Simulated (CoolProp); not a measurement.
Ethanol along the isobar 14900 kPa: fugacity coefficient from the reference equation and from simpler models built on Tc = 514.7 K, pc = 6268 kPa, ω = 0.644; each cubic takes its own stable root.

The numbers come from the reference Helmholtz-energy equation of state, Schroeder 2014 in CoolProp.

```tsv
T (K)	phase	reference
223.2	liquid	2.027e-6
228.3	liquid	3.479e-6
233.4	liquid	5.818e-6
238.5	liquid	9.497e-6
243.7	liquid	1.529e-5
248.8	liquid	2.389e-5
253.9	liquid	3.657e-5
259	liquid	5.496e-5
264.1	liquid	8.116e-5
269.2	liquid	0.0001179
274.4	liquid	0.0001697
```

Problem. How far does each simpler model (van der Waals, Soave-Redlich-Kwong, Peng-Robinson) lie from the reference over these 11 states: mean and median of the absolute difference, and the worst?

Solution. 
- van der Waals: mean 133641.8 %, median 77296.4 %, worst +446471.3 % at 223.2 K and 14900 kPa
- Soave-Redlich-Kwong: mean 25.8 %, median 25.0 %, worst -42.8 % at 223.2 K and 14900 kPa
- Peng-Robinson: mean 10.8 %, median 9.8 %, worst -23.8 % at 223.2 K and 14900 kPa
